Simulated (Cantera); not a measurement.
An isothermal, constant-pressure homogeneous reactor starts with CH₄ : H₂ = 1 : 1.7 (molar parts), at 1775 K and 750 Torr. Integrator tolerance rtol = 1e-08.

Computed with Cantera and GRI-Mech 3.0 (53 species, 325 reactions). GRI-Mech 3.0 stops at C3 and has no aromatics, soot or wall deposition, so with more carbon than oxygen in the feed, carbon stays in small species such as C2H2 where larger ones or solid carbon would form.

Problem. What does this change do: temperature 1775 to 1250 K?

Solution. 
```
quantity                                              before                                     after
-----------------  -----------------------------------------  ----------------------------------------
x(CH₄) at 3.00 s       0.0194 (gas-phase equilibrium 0.0194)       0.369 (gas-phase equilibrium 0.358)
x(H₂) at 3.00 s          0.852 (gas-phase equilibrium 0.852)       0.631 (gas-phase equilibrium 0.637)
x(CH₃) at 3.00 s   0.000124 (gas-phase equilibrium 0.000124)   2.95e-6 (gas-phase equilibrium 4.23e-6)
x(CH₂) at 3.00 s     4.31e-8 (gas-phase equilibrium 4.31e-8)   <1e-12 (gas-phase equilibrium 1.44e-12)
x(C₂H) at 3.00 s     3.11e-7 (gas-phase equilibrium 3.11e-7)     <1e-12 (gas-phase equilibrium <1e-12)
x(C₂H₆) at 3.00 s    3.72e-6 (gas-phase equilibrium 3.72e-6)  5.67e-5 (gas-phase equilibrium 0.000209)
```

Problem. What does this change do: temperature 1775 to 1198 K?

Solution. 
```
quantity                                              before                                     after
-----------------  -----------------------------------------  ----------------------------------------
x(CH₄) at 3.00 s       0.0194 (gas-phase equilibrium 0.0194)       0.370 (gas-phase equilibrium 0.366)
x(H₂) at 3.00 s          0.852 (gas-phase equilibrium 0.852)       0.630 (gas-phase equilibrium 0.632)
x(CH₃) at 3.00 s   0.000124 (gas-phase equilibrium 0.000124)   1.08e-6 (gas-phase equilibrium 1.68e-6)
x(CH₂) at 3.00 s     4.31e-8 (gas-phase equilibrium 4.31e-8)     <1e-12 (gas-phase equilibrium <1e-12)
x(C₂H) at 3.00 s     3.11e-7 (gas-phase equilibrium 3.11e-7)     <1e-12 (gas-phase equilibrium <1e-12)
x(C₂H₆) at 3.00 s    3.72e-6 (gas-phase equilibrium 3.72e-6)  2.86e-5 (gas-phase equilibrium 0.000161)
```
